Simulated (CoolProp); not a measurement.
Vapour-liquid equilibrium of ethylene (1) + propylene (2) at 197 K; x and y are mole fractions of (1).

Model: multi-fluid Helmholtz-energy mixture model, Smukala 2000 and Lemmon 2013; pair parameters Bell 2016, in CoolProp.

| x | bubble pressure, mixture model (MPa) | bubble pressure, Raoult's law (MPa) | y, mixture model | y, Raoult's law |
|---|---|---|---|---|
| 0.05 | 0.04230 | 0.04127 | 0.494 | 0.487 |
| 0.2 | 0.1022 | 0.09823 | 0.818 | 0.818 |
| 0.35 | 0.1604 | 0.1552 | 0.903 | 0.907 |
| 0.5 | 0.2165 | 0.2121 | 0.942 | 0.947 |
| 0.65 | 0.2709 | 0.2691 | 0.965 | 0.971 |
| 0.8 | 0.3251 | 0.3260 | 0.982 | 0.986 |
| 0.95 | 0.3819 | 0.3830 | 0.996 | 0.997 |

The largest gap from Raoult's law is +4.0 % in bubble pressure, at x = 0.2. No azeotrope shows between x = 0.05 and 0.95.

The pair parameters rest on a limited set of measurements; away from them the model extrapolates.
